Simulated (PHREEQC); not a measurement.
Make-up at 20 °C: 1.3 mmol/kgw HF, 0.41 mmol/kgw NaOH and 36 mmol/kgw LiCl. Closed to the air; pH follows from the charge balance.

All values are PHREEQC results (ion-association model, wateq4f.dat), not measurements.

```csv
quantity,before,after
pH,3.38,3.28
NaF (mol/kgw),1.45e-7,6.65e-8
SI of Halite (NaCl),-6.56,-6.86
```

Task: What was changed between the two runs?
A. 0.0034 mol/kgw NaHCO3 added
B. NaOH replaced by NaCl at the same molality
C. diluted 100-fold with water
D. NaOH from 0.00041 to 0.000205 mol/kgw
E. HF replaced by LiF at the same molality

Result: D, NaOH from 0.00041 to 0.000205 mol/kgw

Precipitation was switched off in this run.
